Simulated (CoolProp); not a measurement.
C2F6 (R116) at 293.15 K and 7.02 MPa flows at 0.33 m/s in a round tube of 10 mm bore and 0.25 µm roughness, fully developed (64/Re and Nu = 3.66 if laminar; Colebrook and Gnielinski if turbulent). Each further row changes one setting.

Computed with CoolProp (reference Helmholtz-energy equation of state, Lemmon 2006). It is a short technical equation, of lower accuracy than the large ones.

```
case               Reynolds number  Darcy friction factor  pressure drop (Pa/m)  heat-transfer coefficient (W/(m² K))  mass flow (kg/h)
-----------------  ---------------  ---------------------  --------------------  ------------------------------------  ----------------
as stated                    34800                 0.0228                   139                                   755               105
velocity 0.66 m/s            69700                 0.0195                   478                                  1360               210
diameter 20 mm               69700                 0.0195                  59.6                                   677               419
```

Viscosity comes from a separate model (Huber 2003), an estimate that may be off by 10 % or more. Thermal conductivity comes from a separate model (Huber 2003), an estimate that may be off by 10 % or more.
